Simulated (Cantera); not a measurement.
What does this Cantera script print?

```python
import numpy as np
import cantera as ct

gas = ct.Solution("gri30.yaml", transport_model="mixture-averaged")
show = ['C2H2', 'N2', 'O']

rows = []
print(f"{'T/K':>7s}{'rho':>11s}{'cp':>10s}{'mu':>11s}{'lambda':>11s}{'Pr':>7s}" + "".join(f"{'D_' + s:>11s}" for s in show))
for T in [400, 650, 900, 1150, 1400, 1650]:
    gas.TPX = T, 28, {'O2': 0.67}
    Pr = gas.cp_mass * gas.viscosity / gas.thermal_conductivity
    D = [gas.mix_diff_coeffs_mole[gas.species_index(s)] for s in show]
    rows.append([gas.density, gas.cp_mass, gas.viscosity, gas.thermal_conductivity, Pr, *D])
    print(f"{T:7g}{gas.density:11.4e}{gas.cp_mass:10.1f}{gas.viscosity:11.4e}"
          f"{gas.thermal_conductivity:11.4e}{Pr:7.3f}" + "".join(f"{d:11.4e}" for d in D))
print("SI units: kg/m3, J/kg/K, Pa s, W/m/K, m2/s")
```

It prints:

```
    T/K        rho        cp         mu     lambda     Pr     D_C2H2       D_N2        D_O
    400 2.6939e-04     941.4 2.5629e-05 3.3852e-02  0.713 1.0135e-01 1.2497e-01 1.9665e-01
    650 1.6578e-04    1017.4 3.5981e-05 5.1624e-02  0.709 2.3713e-01 2.8630e-01 4.4869e-01
    900 1.1973e-04    1073.7 4.4705e-05 6.7643e-02  0.710 4.1302e-01 4.9446e-01 7.7379e-01
   1150 9.3702e-05    1108.6 5.2496e-05 8.2174e-02  0.708 6.2415e-01 7.4419e-01 1.1638e+00
   1400 7.6969e-05    1134.2 5.9661e-05 9.5657e-02  0.707 8.6744e-01 1.0320e+00 1.6133e+00
   1650 6.5307e-05    1155.4 6.6364e-05 1.0843e-01  0.707 1.1407e+00 1.3554e+00 2.1185e+00
SI units: kg/m3, J/kg/K, Pa s, W/m/K, m2/s
```

Detailed kinetics in Cantera: GRI-Mech 3.0 (53 species, 325 reactions).
